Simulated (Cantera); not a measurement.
Feed: 1 mol SiC, 0.0074 mol H2O, 1.7 mol N2, 0.32 mol CO2, held at 1875 K and 0.000140 bar.

Method: chemical equilibrium by Gibbs-energy minimisation in Cantera with the NASA 1993 tables (ideal gas, pure condensed phases). The tables' values for SiN are old estimates; treat these amounts as uncertain. The numbers say what is thermodynamically allowed, not how fast it happens.

| species | before | after |
|---|---|---|
| N2 | 0.711 | 0.666 |
| CO | 0.209 | 0.227 |
| Si | 0.0142 | 0.0738 |
| SiO | 0.0612 | 0.0266 |
| SiC2 | 7.34e-6 | 9.56e-5 |
| Si2C | 0.000220 | 0.00115 |
| Si2 | 2.33e-5 | 7.68e-5 |
| H2 | 0.00187 | 0.000727 |
| H | 0.00239 | 0.00429 |
| SiN | 5.06e-5 | 8.89e-5 |
| SiC(s), mol | 0.818 | 0.737 |
Gas species are given as mole fractions.

Name the change that produced these shifts.
A. CO2 from 0.32 to 0.2 mol
B. temperature from 1875 K to 1498.15 K
C. pressure from 0.000140 bar to 1.70e-5 bar
D. CO2 from 0.32 to 0.15 mol

C, pressure from 0.000140 bar to 1.70e-5 bar
